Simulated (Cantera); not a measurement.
Feed: 1 mol CaCO3, 2.8 mol O2, 0.7 mol CO2, equilibrated at 1825 K and 1800 Pa.

Method: chemical equilibrium by Gibbs-energy minimisation in Cantera with the NASA 1993 tables (ideal gas, pure condensed phases). Candidate condensed phases: C, Ca, CaCO3, CaO; 15 gas species. The numbers say what is thermodynamically allowed, not how fast it happens.

Base state: O2 0.622, CO2 0.376, CO 0.000945, O 0.000903 (mole fractions); condensed: CaO(s).

Task: What changes in the equilibrium state with this change: CaCO3 replaced by FeS2?

Result: 
| species | before | after |
|---|---|---|
| SO2 | 0 | 0.704 |
| CO2 | 0.376 | 0.244 |
| O2 | 0.622 | 0.0482 |
| SO | 0 | 0.000624 |
| SO3 | 0 | 0.000200 |
| O | 0.000903 | 0.000251 |
| CO | 0.000945 | 0.00221 |
| CaO(s), mol | 1.00 | 0 |
| Fe3O4(s), mol | 0 | 0.333 |
Further candidate phases: Fe, Fe(CO)5, FeO, FeS, FeSO4, FeS2, Fe2O3, Fe2(SO4)3, Fe3O4, S.

Task: What changes in the equilibrium state with this change: 0.94 mol H2O added?

Result: 
| species | before | after |
|---|---|---|
| O2 | 0.622 | 0.513 |
| CO2 | 0.376 | 0.311 |
| H2O | 0 | 0.171 |
| OH | 0 | 0.00357 |
| H2 | 0 | 0.000120 |
| H | 0 | 3.60e-5 |
| CaO(s), mol | 1.00 | 1.000 |
Further candidate phases: C6H6, C7H8, C8H18, Ca(OH)2, H2O.
